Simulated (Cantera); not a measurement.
Feed: 1 mol C3H8, 0.15 mol O2, 0.5 mol H2, equilibrated at 2000 °C and 94.0 Pa.

Cantera equilibrium calculation (NASA polynomials, part measured and part estimated; ideal gas, pure solids and liquids). Candidate condensed phases: C, C6H6, C7H8, C8H18, H2O; 110 gas species. Kinetics and transport are ignored.

Base state: H2 0.711, H 0.231, CO 0.0553, C2H2 (acetylene) 0.00268, C2H 3.68e-5, C3 1.08e-5 (mole fractions); condensed: C(graphite).

Problem. What changes in the equilibrium state with this change: 0.47 mol CO2 added?

Solution. 
```csv
species,before,after
H2,0.711,0.593
H,0.231,0.211
CO,0.0553,0.193
C2H2 (acetylene),0.00268,0.00224
C2H,3.68e-5,3.36e-5
C3,1.08e-5,1.08e-5
"C(graphite), mol",2.67,2.20
```
